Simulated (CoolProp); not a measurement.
The fluid at 298.15 K and 2.71 MPa is throttled through a valve to 1.02 MPa with no heat exchange. The same conditions are run with several fluids, on thermodynamics alone (safety and materials aside).

The numbers come from the reference Helmholtz-energy equation of state of each fluid (hydrogen chloride: Thol 2018; C2F6 (R116): Lemmon 2006; nitrogen: Span 2000; methane: Setzmann 1991; oxygen: Schmidt 1985) in CoolProp.

Rank hydrogen chloride, C2F6 (R116), nitrogen, methane, oxygen by temperature change (K), highest first.

nitrogen (-3.5), oxygen (-4.4), methane (-7.4), C2F6 (R116) (-22.7), hydrogen chloride (-28.4)

```
fluid              final density (kg/m³)
-----------------  ---------------------
hydrogen chloride                   18.2
C2F6 (R116)                         73.0
nitrogen                            11.7
methane                             6.90
oxygen                              13.5
```
